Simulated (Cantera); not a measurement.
Cantera run, input and output.

```python
import numpy as np
import cantera as ct

gas = ct.Solution("gri30.yaml")
gas.TPX = 1675, 500000, {'CH4': 1, 'O2': 1.18, 'N2': 4.42}
reactor = ct.IdealGasConstPressureReactor(gas, energy="on", clone=False)
net = ct.ReactorNet([reactor])
net.rtol, net.atol = 1e-08, 1e-16
show = ['CH4', 'O2', 'C2H6', 'NO', 'C2H', 'HO2', 'NO2']
times = np.geomspace(2e-06, 0.3, 15)

steps = ct.SolutionArray(gas, extra=["t"])
rows = []
print(f"{'t/s':>10s}{'T/K':>9s}{'P/Pa':>11s}" + "".join(f"{s:>11s}" for s in show))
for t in times:
    while net.time < t:
        t_next = net.step()
        steps.append(gas.state, t=t_next)
    rows.append([np.interp(t, steps.t, y) for y in (steps.T, steps.P, *steps(*show).X.T)])
    print(f"{t:10.3e}{rows[-1][0]:9.1f}{rows[-1][1]:11.4g}" + "".join(f"{x:11.3e}" for x in rows[-1][2:]))
rate = np.gradient(steps.T, steps.t)
print("integrator steps:", len(steps.t))
if steps.T.max() > steps.T[0] + 200:
    print(f"time of steepest temperature rise: {steps.t[rate.argmax()]:.4e} s")
gas.TPX = 1675, 500000, {'CH4': 1, 'O2': 1.18, 'N2': 4.42}
gas.equilibrate("HP")
print(f"equilibrium (HP): T = {gas.T:.1f} K  " + "  ".join(f"{s} {gas[s].X[0]:.3e}" for s in show))
```

Output:

```
       t/s      T/K       P/Pa        CH4         O2       C2H6         NO        C2H        HO2        NO2
 2.000e-06   1674.9      5e+05  1.515e-01  1.788e-01  6.241e-08  7.525e-14  2.112e-19  6.196e-06  2.549e-17
 4.685e-06   1674.7      5e+05  1.514e-01  1.787e-01  1.041e-06  2.841e-13  2.147e-17  1.151e-05  4.085e-16
 1.098e-05   1674.7      5e+05  1.511e-01  1.786e-01  1.900e-05  1.413e-12  2.858e-15  1.649e-05  6.682e-15
 2.572e-05   1677.6      5e+05  1.496e-01  1.779e-01  2.516e-04  8.635e-12  4.425e-13  3.009e-05  1.377e-13
 6.024e-05   1718.6      5e+05  1.371e-01  1.699e-01  1.821e-03  1.335e-10  2.790e-10  1.325e-04  8.412e-12
 1.411e-04   2820.3      5e+05  2.089e-11  2.373e-04  2.027e-22  4.212e-04  1.142e-15  3.420e-07  2.082e-08
 3.306e-04   2819.5      5e+05  2.162e-11  2.298e-04  2.139e-22  7.016e-04  1.164e-15  3.311e-07  3.434e-08
 7.746e-04   2817.8      5e+05  2.200e-11  2.256e-04  2.205e-22  9.884e-04  1.171e-15  3.253e-07  4.799e-08
 1.815e-03   2817.4      5e+05  2.211e-11  2.244e-04  2.225e-22  1.067e-03  1.173e-15  3.238e-07  5.169e-08
 4.251e-03   2817.4      5e+05  2.211e-11  2.244e-04  2.225e-22  1.069e-03  1.173e-15  3.237e-07  5.178e-08
 9.960e-03   2817.4      5e+05  2.211e-11  2.244e-04  2.225e-22  1.069e-03  1.173e-15  3.237e-07  5.178e-08
 2.333e-02   2817.4      5e+05  2.211e-11  2.244e-04  2.225e-22  1.069e-03  1.173e-15  3.237e-07  5.178e-08
 5.466e-02   2817.4      5e+05  2.211e-11  2.244e-04  2.225e-22  1.069e-03  1.173e-15  3.237e-07  5.178e-08
 1.281e-01   2817.4      5e+05  2.211e-11  2.244e-04  2.225e-22  1.069e-03  1.173e-15  3.237e-07  5.178e-08
 3.000e-01   2817.4      5e+05  2.211e-11  2.244e-04  2.225e-22  1.069e-03  1.173e-15  3.237e-07  5.178e-08
integrator steps: 1715
time of steepest temperature rise: 8.4894e-05 s
equilibrium (HP): T = 2817.4 K  CH4 2.512e-11  O2 2.244e-04  C2H6 2.786e-22  NO 1.069e-03  C2H 1.272e-15  HO2 3.237e-07  NO2 5.178e-08
```

Detailed kinetics in Cantera: GRI-Mech 3.0 (53 species, 325 reactions).
